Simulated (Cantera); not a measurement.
A closed system holds: 1 mol MgSO4, 1.3 mol CO2, 0.25 mol O2, held at 1025 K and 57000 Pa.

Equilibrium computed with Cantera from the NASA thermochemical tables; the gas is ideal and each condensed phase is pure. Candidate condensed phases: C, Mg, MgCO3, MgO, MgS, MgSO4, S; 26 gas species. Mutual solubility and eutectic melting of coexisting phases are not modelled. Kinetics and transport are ignored.

**Question.** What is the equilibrium state?

**Answer.** 
| Item | Result |
|---|---|
| x(CO2) | 0.839 |
| x(O2) | 0.161 |
| x(SO2) | 4.90e-5 |
| x(SO3) | 2.02e-5 |
| n(MgO(s)) | 0.000107 mol |
| n(MgSO4(s)) | 1.000 mol |
| gas amount | 1.550 mol |
| log10 activity of S(l) (absent) | -18.56 |
| log10 activity of C(graphite) (absent) | -19.46 |
| log10 activity of Mg(l) (absent) | -24.46 |
